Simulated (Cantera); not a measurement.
Input: 1 mol B2H6, 5.6 mol H2O, 0.33 mol N2, at 255 Torr.

These are equilibrium values from Cantera (NASA tables, ideal gas, pure condensed phases), not measurements of a reactor. Candidate condensed phases: B, BN, B2O3, B3O3H3, H2O; 39 gas species. The feed counts by its element totals alone. Equilibrium is a limit: real reactors are often held back by kinetics, nucleation or transport.

Question: At 2000 °C, list the 4 most abundant gas species with their mole fractions, and the condensed phases.

Answer: H2 0.588, H2O 0.187, HBO2 0.153, N2 0.0330. Condensed: gas only.
